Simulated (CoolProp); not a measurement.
Vapour-liquid equilibrium of n-pentane (1) + cyclohexane (2) at 0.101 MPa; x and y are mole fractions of (1).

Values from CoolProp's multi-fluid Helmholtz-energy mixture model, Thol 2019 and Zhou 2014; pair parameters Bell 2016.

| x | bubble temperature, mixture model (°C) | bubble temperature, Raoult's law (°C) | y, mixture model | y, Raoult's law |
|---|---|---|---|---|
| 0.05 | 75.7 | 76.3 | 0.177 | 0.166 |
| 0.15 | 67.7 | 69.0 | 0.422 | 0.409 |
| 0.25 | 61.4 | 62.8 | 0.581 | 0.575 |
| 0.35 | 56.3 | 57.6 | 0.691 | 0.693 |
| 0.45 | 52.0 | 53.1 | 0.772 | 0.779 |
| 0.55 | 48.3 | 49.1 | 0.833 | 0.844 |
| 0.65 | 45.1 | 45.6 | 0.883 | 0.894 |
| 0.75 | 42.2 | 42.5 | 0.923 | 0.933 |
| 0.85 | 39.6 | 39.7 | 0.957 | 0.964 |
| 0.95 | 37.1 | 37.2 | 0.987 | 0.989 |

The largest gap from Raoult's law is -1.4 K in bubble temperature, at x = 0.25. No azeotrope shows between x = 0.05 and 0.95.

Pair parameters are fitted to limited data, so mixtures are less certain than the pure fluids.
